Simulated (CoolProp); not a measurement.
Vapour pressure (MPa) of water: the reference equation beside estimates from Tc = 373.9 °C, pc = 22.06 MPa, ω = 0.344.

The numbers come from the reference Helmholtz-energy equation of state, Wagner 2002 in CoolProp.

```json
[
 {"T (°C)": "128.65", "reference": "0.2595", "Soave-Redlich-Kwong": "0.2476", "Peng-Robinson": "0.2525"},
 {"T (°C)": "142.05", "reference": "0.3830", "Soave-Redlich-Kwong": "0.3710", "Peng-Robinson": "0.3757"},
 {"T (°C)": "155.45", "reference": "0.5499", "Soave-Redlich-Kwong": "0.5396", "Peng-Robinson": "0.5433"},
 {"T (°C)": "168.95", "reference": "0.7723", "Soave-Redlich-Kwong": "0.7660", "Peng-Robinson": "0.7675"},
 {"T (°C)": "182.35", "reference": "1.058", "Soave-Redlich-Kwong": "1.059", "Peng-Robinson": "1.057"},
 {"T (°C)": "195.75", "reference": "1.421", "Soave-Redlich-Kwong": "1.433", "Peng-Robinson": "1.425"},
 {"T (°C)": "209.25", "reference": "1.879", "Soave-Redlich-Kwong": "1.906", "Peng-Robinson": "1.890"},
 {"T (°C)": "222.65", "reference": "2.439", "Soave-Redlich-Kwong": "2.486", "Peng-Robinson": "2.460"},
 {"T (°C)": "236.05", "reference": "3.121", "Soave-Redlich-Kwong": "3.192", "Peng-Robinson": "3.154"},
 {"T (°C)": "249.45", "reference": "3.939", "Soave-Redlich-Kwong": "4.040", "Peng-Robinson": "3.988"},
 {"T (°C)": "262.95", "reference": "4.921", "Soave-Redlich-Kwong": "5.056", "Peng-Robinson": "4.988"},
 {"T (°C)": "276.35", "reference": "6.071", "Soave-Redlich-Kwong": "6.243", "Peng-Robinson": "6.159"},
 {"T (°C)": "289.75", "reference": "7.415", "Soave-Redlich-Kwong": "7.626", "Peng-Robinson": "7.526"},
 {"T (°C)": "303.25", "reference": "8.988", "Soave-Redlich-Kwong": "9.237", "Peng-Robinson": "9.124"}
]
```

Absolute difference from the reference over all 14 rows, mean and median: Soave-Redlich-Kwong 2.2 and 2.4 %, Peng-Robinson 1.2 and 1.2 %.
